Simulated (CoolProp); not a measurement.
Vapour-liquid equilibrium of carbon dioxide (1) + cyclopentane (2) at 280.8 K; x and y are mole fractions of (1).

Computed with CoolProp (multi-fluid Helmholtz-energy mixture model, Span 1996 and Gedanitz 2015; pair parameters Bell 2016).

```tsv
x	bubble pressure (MPa)	y at the bubble point	dew pressure at overall composition x (MPa)	liquid density (mol/L)
0.05	0.3926	0.946	0.02143	11.14
0.15	1.101	0.979	0.02397	11.85
0.25	1.708	0.985	0.02719	12.63
0.35	2.181	?	0.03140	13.47
0.45	?	?	?	14.39
0.55	2.773	0.990	0.04545	15.38
0.65	2.980	0.990	0.05853	16.44
0.75	3.202	0.991	0.08218	?
0.85	3.497	?	0.1379	18.70
0.95	3.935	0.997	0.4296	?
```

Some entries are withheld; supply them.


- 0.35, y at the bubble point: 0.988
- 0.45, bubble pressure (MPa): 2.524
- 0.45, y at the bubble point: 0.989
- 0.45, dew pressure at overall composition x (MPa): 0.03715
- 0.75, liquid density (mol/L): 17.56
- 0.85, y at the bubble point: 0.993
- 0.95, liquid density (mol/L): 19.68

No azeotrope shows between x = 0.05 and 0.95.

The pair parameters rest on a limited set of measurements; away from them the model extrapolates. The gap from Raoult's law changes sign with composition, which may be real or a fault of the pair parameters; it wasn't checked against measurements. With so large a gap from Raoult's law the liquid may split in two, which this calculation doesn't test in full.
